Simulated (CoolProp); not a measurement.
Properties of octamethylcyclotetrasiloxane (D4) along the isotherm 620 K.

The numbers come from the reference Helmholtz-energy equation of state, Thol 2015 in CoolProp.

```json
[
 {"p (MPa)": "0.0426", "phase": "gas", "density (kg/m³)": "2.474", "cp (kJ/(kg K))": "2.041", "isothermal compressibility (1/MPa)": "23.69", "expansivity (1/kK)": "1.671"},
 {"p (MPa)": "0.0643", "phase": "gas", "density (kg/m³)": "3.751", "cp (kJ/(kg K))": "2.042", "isothermal compressibility (1/MPa)": "15.77", "expansivity (1/kK)": "1.701"},
 {"p (MPa)": "0.097", "phase": "gas", "density (kg/m³)": "5.699", "cp (kJ/(kg K))": "2.044", "isothermal compressibility (1/MPa)": "10.53", "expansivity (1/kK)": "1.749"},
 {"p (MPa)": "0.146", "phase": "gas", "density (kg/m³)": "8.673", "cp (kJ/(kg K))": "2.047", "isothermal compressibility (1/MPa)": "7.075", "expansivity (1/kK)": "1.824"},
 {"p (MPa)": "0.221", "phase": "gas", "density (kg/m³)": "13.36", "cp (kJ/(kg K))": "2.053", "isothermal compressibility (1/MPa)": "4.760", "expansivity (1/kK)": "1.947"},
 {"p (MPa)": "0.333", "phase": "gas", "density (kg/m³)": "20.68", "cp (kJ/(kg K))": "2.061", "isothermal compressibility (1/MPa)": "3.252", "expansivity (1/kK)": "2.155"},
 {"p (MPa)": "0.502", "phase": "gas", "density (kg/m³)": "32.58", "cp (kJ/(kg K))": "2.077", "isothermal compressibility (1/MPa)": "2.266", "expansivity (1/kK)": "2.534"},
 {"p (MPa)": "0.758", "phase": "gas", "density (kg/m³)": "53.06", "cp (kJ/(kg K))": "2.109", "isothermal compressibility (1/MPa)": "1.640", "expansivity (1/kK)": "3.325"},
 {"p (MPa)": "1.14", "phase": "gas", "density (kg/m³)": "91.93", "cp (kJ/(kg K))": "2.197", "isothermal compressibility (1/MPa)": "1.307", "expansivity (1/kK)": "5.432"},
 {"p (MPa)": "1.72", "phase": "supercritical", "density (kg/m³)": "195.8", "cp (kJ/(kg K))": "2.684", "isothermal compressibility (1/MPa)": "1.400", "expansivity (1/kK)": "16.36"},
 {"p (MPa)": "2.6", "phase": "supercritical", "density (kg/m³)": "422.0", "cp (kJ/(kg K))": "2.666", "isothermal compressibility (1/MPa)": "0.2925", "expansivity (1/kK)": "10.81"},
 {"p (MPa)": "3.92", "phase": "supercritical", "density (kg/m³)": "508.4", "cp (kJ/(kg K))": "2.401", "isothermal compressibility (1/MPa)": "0.07575", "expansivity (1/kK)": "4.570"},
 {"p (MPa)": "5.92", "phase": "supercritical", "density (kg/m³)": "561.6", "cp (kJ/(kg K))": "2.316", "isothermal compressibility (1/MPa)": "0.03430", "expansivity (1/kK)": "2.838"},
 {"p (MPa)": "8.93", "phase": "supercritical", "density (kg/m³)": "605.4", "cp (kJ/(kg K))": "2.273", "isothermal compressibility (1/MPa)": "0.01874", "expansivity (1/kK)": "2.010"},
 {"p (MPa)": "13.5", "phase": "supercritical", "density (kg/m³)": "646.2", "cp (kJ/(kg K))": "2.247", "isothermal compressibility (1/MPa)": "0.01113", "expansivity (1/kK)": "1.512"}
]
```
